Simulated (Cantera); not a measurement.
**Ignition delay**

Mixture: CH₄ : O₂ : N₂ : H₂O = 1 : 1.18 : 4.42 : 0.15 (molar parts), at 10.0 bar, adiabatic and at constant pressure. Ignition delay is the time to a rise of 400 K.

Computed with Cantera and GRI-Mech 3.0 (53 species, 325 reactions).

```tsv
T0 (K)	delay (ms)
1250	3.48
1325	1.50
1400	0.681
1475	0.320
1550	0.155
1625	0.0780
1700	0.0408
1775	0.0224
1850	0.0130
1925	0.00796
```

- apparent activation energy between 1775 and 1925 K: 200 kJ/mol
